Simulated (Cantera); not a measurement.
Input: 1 mol MgSO4, 6.2 mol CO2, 0.02 mol H2, equilibrated at 1200 K and 0.0133 bar.

These are equilibrium values from Cantera (NASA tables, ideal gas, pure condensed phases), not measurements of a reactor. Candidate condensed phases: C, C6H6, C7H8, C8H18, H2O, H2SO4, Mg, MgCO3, MgO, Mg(OH)2, MgS, MgSO4, S; 130 gas species. Equilibrium is a limit: real reactors are often held back by kinetics, nucleation or transport.

Task: What is the equilibrium state?

Result: x(CO2): 0.805
x(SO2): 0.129
x(O2): 0.0631
x(H2O): 0.00259
x(SO3): 0.000961
x(OH): 1.05e-6
n(MgO(s)): 1.00 mol
gas amount: 7.706 mol
log10 activity of S(l) (absent): -12.41
log10 activity of C(graphite) (absent): -16.13
log10 activity of Mg(l) (absent): -18.92
